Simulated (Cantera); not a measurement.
A Cantera script and its output.

```python
import numpy as np
import cantera as ct

gas = ct.Solution("h2o2.yaml")
gas.TPX = 1425, 1900, {'H2': 0.024, 'O2': 1}
reactor = ct.IdealGasConstPressureReactor(gas, energy="off", clone=False)
net = ct.ReactorNet([reactor])
net.rtol, net.atol = 1e-08, 1e-18
show = ['H2', 'O2', 'OH', 'HO2', 'H2O2']
times = np.geomspace(0.0003, 4, 12)

steps = ct.SolutionArray(gas, extra=["t"])
rows = []
print(f"{'t/s':>10s}{'T/K':>9s}{'P/Pa':>11s}" + "".join(f"{s:>11s}" for s in show))
for t in times:
    while net.time < t:
        t_next = net.step()
        steps.append(gas.state, t=t_next)
    rows.append([np.interp(t, steps.t, y) for y in (steps.T, steps.P, *steps(*show).X.T)])
    print(f"{t:10.3e}{rows[-1][0]:9.1f}{rows[-1][1]:11.4g}" + "".join(f"{x:11.3e}" for x in rows[-1][2:]))
rate = np.gradient(steps.T, steps.t)
print("integrator steps:", len(steps.t))
if steps.T.max() > steps.T[0] + 200:
    print(f"time of steepest temperature rise: {steps.t[rate.argmax()]:.4e} s")
gas.TPX = 1425, 1900, {'H2': 0.024, 'O2': 1}
gas.equilibrate("TP")
print(f"equilibrium (TP): T = {gas.T:.1f} K  " + "  ".join(f"{s} {gas[s].X[0]:.3e}" for s in show))
```

It prints:

```
       t/s      T/K       P/Pa         H2         O2         OH        HO2       H2O2
 3.000e-04   1425.0       1900  2.343e-02  9.766e-01  1.395e-06  3.215e-07  5.981e-10
 7.114e-04   1425.0       1900  2.326e-02  9.764e-01  8.734e-05  8.141e-07  2.740e-09
 1.687e-03   1425.0       1900  1.029e-03  9.561e-01  4.368e-03  1.489e-06  4.991e-08
 4.000e-03   1425.0       1900  1.990e-04  9.554e-01  3.111e-03  1.212e-06  3.064e-08
 9.486e-03   1425.0       1900  1.889e-04  9.565e-01  3.033e-03  1.184e-06  3.021e-08
 2.250e-02   1425.0       1900  1.677e-04  9.588e-01  2.861e-03  1.121e-06  2.918e-08
 5.334e-02   1425.0       1900  1.288e-04  9.630e-01  2.513e-03  9.882e-07  2.682e-08
 1.265e-01   1425.0       1900  7.583e-05  9.684e-01  1.933e-03  7.507e-07  2.203e-08
 3.000e-01   1425.0       1900  3.083e-05  9.729e-01  1.236e-03  4.437e-07  1.480e-08
 7.113e-01   1425.0       1900  8.981e-06  9.752e-01  6.683e-04  1.962e-07  7.724e-09
 1.687e+00   1425.0       1900  2.234e-06  9.759e-01  3.337e-04  7.751e-08  3.251e-09
 4.000e+00   1425.0       1900  5.738e-07  9.762e-01  1.693e-04  4.690e-08  1.244e-09
integrator steps: 1396
equilibrium (TP): T = 1425.0 K  H2 1.152e-07  O2 9.762e-01  OH 7.596e-05  HO2 6.320e-08  H2O2 4.244e-10
```

Computed with Cantera and the H2/O2 subset of GRI-Mech 3.0, which has no nitrogen chemistry. Radical loss at walls, strong at low pressure, is not modelled.
